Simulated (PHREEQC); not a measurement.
1.2 g of hydrous ferric oxide (600 m²/g; 0.2 weak and 0.005 strong sites per Fe, Dzombak-Morel constants, diffuse double layer) in 1 kg of water with 0.05 mol/kgw of an inert sodium salt and 5.3 mmol/kgw BaCl2, at 25 °C; the pH is set by adding NaOH or the inert anion's acid. Oxygen alone is held at its pressure in air (log pO2 = -0.68). No CO2 enters from the air. Precipitation was switched off in this run.

Computed with PHREEQC (ion-association model, wateq4f.dat).

| pH | Ba sorbed (%) | surface charge σ (C/m²) | surface potential ψ (mV) |
|---|---|---|---|
| 4 | 0.0 | 0.306 | 154 |
| 4.5 | 0.0 | [?] | 145 |
| 5 | 0.0 | 0.195 | 131 |
| 5.5 | 0.1 | 0.142 | 116 |
| 6 | 0.2 | 0.099 | 98 |
| 6.5 | 0.7 | 0.066 | 78 |
| 7 | 1.1 | 0.041 | 58 |
| 7.5 | 1.3 | [?] | 35 |
| 8 | 1.6 | 0.006 | 11 |
| 8.5 | 3.6 | -0.006 | -10 |
| 9 | 9.5 | [?] | -22 |
| 9.5 | 16.6 | -0.016 | -26 |
| 10 | 21.2 | -0.017 | -27 |

**Question.** Some entries are withheld; supply them.

**Answer.** 
- 4.5, surface charge σ (C/m²): 0.253
- 7.5, surface charge σ (C/m²): 0.022
- 9, surface charge σ (C/m²): -0.013
